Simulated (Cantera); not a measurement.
A freely propagating, adiabatic, planar premixed flame of CH4 : C2H6 : O2 : N2 = 1 : 0.031 : 1.92 : 7.21 (molar parts), unburnt at 575 K and 683 Torr; mixture-averaged transport, grid criteria slope 0.08 and curve 0.16, no radiation.

Detailed kinetics in Cantera: GRI-Mech 3.0 (53 species, 325 reactions). Burning velocities carry a grid error of a few per cent, more on coarse grids.

Question: Predict: laminar burning velocity; thermal thickness; peak x(C2H); peak x(H2).

Answer: 
```json
{
 "laminar_burning_velocity": "124 cm/s",
 "thermal_thickness": "0.359 mm",
 "peak x(C2H)": "9.29e-7",
 "peak x(H2)": "0.0305"
}
```
